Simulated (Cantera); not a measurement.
N2O furnace oxynitridation

An isothermal, constant-pressure homogeneous reactor starts with 29.4 % N₂O, 70.6 % N₂, at 1198 K and 1.60 bar.

Model: GRI-Mech 3.0 (53 species, 325 reactions), integrated in Cantera. GRI-Mech 3.0 was tuned for natural gas; its chemistry of N2O as a main component is partial and can be far from experiment. The mechanism lacks the step 2 NO + O2 → 2 NO2, which can matter for NO2 below about 1400 K. The temperature is held fixed by assumption; the heat of reaction is taken as removed at once.

```tsv
t (s)	x N₂O	x O	x NO₂	x N₂	x NO	x O₂
3.00e-6	0.294	3.40e-7	<1e-12	0.706	8.76e-9	3.77e-8
2.40e-5	0.294	1.37e-6	4.66e-12	0.706	3.50e-7	1.51e-6
0.000192	0.294	1.62e-6	8.50e-10	0.706	4.74e-6	2.04e-5
0.00153	0.294	1.61e-6	5.82e-8	0.706	4.01e-5	0.000173
0.0122	0.291	1.60e-6	2.61e-6	0.708	0.000318	0.00138
0.0979	0.268	1.50e-6	3.81e-5	0.720	0.00233	0.0104
0.783	0.152	9.61e-7	0.000199	0.781	0.0112	0.0563
6.26	0.00806	8.42e-8	0.000304	0.859	0.0172	0.116
50.0	9.02e-8	6.61e-9	0.000279	0.863	0.0172	0.119
```
x: mole fraction; the columns are a selection and need not sum to one.

Equilibrium at this temperature and pressure: N₂O 1.48e-8, O 6.84e-9, NO₂ 2.67e-6, N₂ 0.872, NO 0.000159, O₂ 0.128 (gas phase only).
